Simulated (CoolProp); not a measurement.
Properties of isopentane at several states.

Computed with CoolProp (reference Helmholtz-energy equation of state, Lemmon 2006). It is a short technical equation, of lower accuracy than the large ones.

```json
[
 {"T (K)": "201.8", "p (MPa)": "0.0277", "phase": "liquid", "Z": "(withheld)", "cv (kJ/(kg K))": "(withheld)", "fugacity coefficient": "(withheld)"},
 {"T (K)": "165.5", "p (MPa)": "0.0136", "phase": "liquid", "Z": "(withheld)", "cv (kJ/(kg K))": "1.256", "fugacity coefficient": "0.0005617"},
 {"T (K)": "376.9", "p (MPa)": "0.0195", "phase": "gas", "Z": "0.9962", "cv (kJ/(kg K))": "(withheld)", "fugacity coefficient": "0.9962"},
 {"T (K)": "460", "p (MPa)": "0.344", "phase": "gas", "Z": "(withheld)", "cv (kJ/(kg K))": "(withheld)", "fugacity coefficient": "0.9652"},
 {"T (K)": "405.6", "p (MPa)": "0.0611", "phase": "gas", "Z": "0.9905", "cv (kJ/(kg K))": "(withheld)", "fugacity coefficient": "0.9906"}
]
```

Problem. Complete the blanks.

Solution. 
- 201.8, Z: 0.001688
- 201.8, cv (kJ/(kg K)): 1.352
- 201.8, fugacity coefficient: 0.01517
- 165.5, Z: 0.0009655
- 376.9, cv (kJ/(kg K)): 1.901
- 460, Z: 0.9641
- 460, cv (kJ/(kg K)): 2.273
- 405.6, cv (kJ/(kg K)): 2.032
